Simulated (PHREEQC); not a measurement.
Metal-bearing waste water (model solution)

Make-up at 35 °C and 50 atm: 0.0029 mol FeCl3, 0.18 mol MgSO4, 0.0011 mol H2SO4 and 0.00058 mol NaCl per kg of water. Closed to the air; pH follows from the charge balance.

Computed with PHREEQC (ion-association model, phreeqc.dat).

No solid was allowed to form.

Question: What pH, specific conductance, density does the model give?

Answer: pH 3.17; specific conductance 14300 µS/cm; density 1.018 g/cm³.

Question: In which forms is Fe present?

Answer: FeSO4+ 59 %, Fe(SO4)2- 23 %, FeOH+2 12 %, Fe(OH)2+ 3.0 %, Fe+3 1.6 %, Fe2(OH)2+4 1.4 % of the Fe.

The solution is supersaturated, for example in Hematite (slow to form), Goethite (slow to form), so a real one may precipitate; this is no full list. Complexes and solids missing from the database can't appear. Under pressure, the constants of complexes without a molar volume in the database are unreliable.
